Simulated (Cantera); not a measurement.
## CaF2 + O2 + N2 (halide evaporation, hydrolysis and transport)

Input: 1 mol CaF2, 0.041 mol O2, 180 mol N2, at 0.000350 bar.

Method: chemical equilibrium by Gibbs-energy minimisation in Cantera with the NASA 1993 tables (ideal gas, pure condensed phases). Candidate condensed phases: Ca, CaF2, CaO; 22 gas species. Kinetics and transport are ignored.

```
T (°C)  log p N2  log p CaF2  log p F  log p O  log p CaF  log p O2  log p NO  log p Ca  n CaF2(s)
------  --------  ----------  -------  -------  ---------  --------  --------  --------  ---------
802        -3.46      -11.36   -15.16   -12.43       <-15     -7.10     -9.06      <-15      1.000
902        -3.46       -9.62   -13.61   -11.39       <-15     -7.10     -8.68      <-15      1.000
1002       -3.46       -8.17   -12.32   -10.51     -14.01     -7.11     -8.37      <-15      0.996
1102       -3.46       -6.94   -11.21    -9.76     -12.12     -7.12     -8.10      <-15      0.941
1202       -3.46       -5.90   -10.27    -9.11     -10.49     -7.14     -7.87    -14.28      0.345
1302       -3.46       -5.71    -9.62    -8.56      -9.62     -7.17     -7.68    -12.86          0
1402       -3.46       -5.71    -9.03    -8.08      -9.03     -7.22     -7.53    -11.80          0
1502       -3.46       -5.71    -8.51    -7.67      -8.51     -7.31     -7.41    -10.86          0
1602       -3.46       -5.72    -8.04    -7.35      -8.05     -7.46     -7.35    -10.02          0
1702       -3.46       -5.72    -7.62    -7.12      -7.64     -7.72     -7.35     -9.27          0
1802       -3.46       -5.73    -7.23    -6.98      -7.27     -8.10     -7.42     -8.60          0
1902       -3.46       -5.74    -6.88    -6.91      -6.95     -8.54     -7.53     -8.01          0
```
log p: log10 of the partial pressure in bar; n: condensed amount in mol.

From 802 °C to 1202 °C the condensed part is CaF2(s). From 1302 °C to 1902 °C nothing is condensed. The main Ca-bearing gas is CaF2 throughout.
